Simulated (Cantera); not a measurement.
**Equilibrium for silicon nitride deposition: SiHCl3 + N2 + H2 + NH3**

Feed: 1 mol SiHCl3, 48 mol N2, 0.52 mol H2, 0.12 mol NH3, at 750 K and 51.0 Torr.

Method: chemical equilibrium by Gibbs-energy minimisation in Cantera with the NASA 1993 tables (ideal gas, pure condensed phases). Candidate condensed phases: NH4Cl, Si, Si3N4; 28 gas species. Rates play no part.

| Quantity | Result |
|---|---|
| x(N2) | 0.953 |
| x(HCl) | 0.0314 |
| x(H2) | 0.00832 |
| x(SiCl4) | 0.00716 |
| n(Si3N4(s)) | 0.214 mol |
| gas amount | 49.97 mol |
| log10 activity of Si(s) (absent) | -10.74 |
